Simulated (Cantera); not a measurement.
A perfectly stirred reactor is fed with 11.7 % H2, 12.4 % O2, 75.9 % N2, equivalence ratio 0.47, at 9750 Torr; it is adiabatic with a 448 K inlet, and is followed from long to short residence time, starting on the burning branch (τ in s: 0.2, 0.079, 0.03, 0.012, 0.0046, 0.0018, 0.00068, 0.00026, 0.0001, 3.9e-05).

Model: the H2/O2 subset of GRI-Mech 3.0, which has no nitrogen chemistry, integrated in Cantera. The hydrogen kinetics of GRI-Mech 3.0 are dated; newer H2 mechanisms differ, most at raised pressure. The pressure lies above the range GRI-Mech 3.0 was tuned for (to about 10 atm).

x: mole fraction; the columns are a selection and need not sum to one.

```json
[
 {"τ (s)": "0.20", "T (K)": "1359", "x H2": "0.000192", "x O2": "0.0696", "x H2O": "0.124", "x H": "7.05e-8", "x O": "3.33e-7", "x HO2": "9.08e-6"},
 {"τ (s)": "0.079", "T (K)": "1357", "x H2": "0.000429", "x O2": "0.0697", "x H2O": "0.124", "x H": "1.68e-7", "x O": "7.07e-7", "x HO2": "1.76e-5"},
 {"τ (s)": "0.030", "T (K)": "1353", "x H2": "0.000968", "x O2": "0.0700", "x H2O": "0.123", "x H": "4.10e-7", "x O": "1.50e-6", "x HO2": "3.30e-5"},
 {"τ (s)": "0.012", "T (K)": "1345", "x H2": "___", "x O2": "0.0705", "x H2O": "0.122", "x H": "___", "x O": "___", "x HO2": "___"},
 {"τ (s)": "0.0046", "T (K)": "1321", "x H2": "0.00550", "x O2": "0.0720", "x H2O": "0.118", "x H": "2.17e-6", "x O": "4.37e-6", "x HO2": "0.000101"},
 {"τ (s)": "0.0018", "T (K)": "448", "x H2": "0.117", "x O2": "0.124", "x H2O": "<1e-12", "x H": "<1e-12", "x O": "<1e-12", "x HO2": "<1e-12"},
 {"τ (s)": "0.00068", "T (K)": "448", "x H2": "0.117", "x O2": "0.124", "x H2O": "<1e-12", "x H": "<1e-12", "x O": "<1e-12", "x HO2": "<1e-12"},
 {"τ (s)": "0.00026", "T (K)": "448", "x H2": "0.117", "x O2": "0.124", "x H2O": "<1e-12", "x H": "<1e-12", "x O": "<1e-12", "x HO2": "<1e-12"},
 {"τ (s)": "0.00010", "T (K)": "448", "x H2": "0.117", "x O2": "0.124", "x H2O": "<1e-12", "x H": "<1e-12", "x O": "<1e-12", "x HO2": "<1e-12"},
 {"τ (s)": "3.9e-5", "T (K)": "448", "x H2": "0.117", "x O2": "0.124", "x H2O": "<1e-12", "x H": "<1e-12", "x O": "<1e-12", "x HO2": "<1e-12"}
]
```

**Question.** Some entries are withheld; supply them.

**Answer.** 
- 0.012, x H2: 0.00211
- 0.012, x H: 9.45e-7
- 0.012, x O: 2.81e-6
- 0.012, x HO2: 5.71e-5
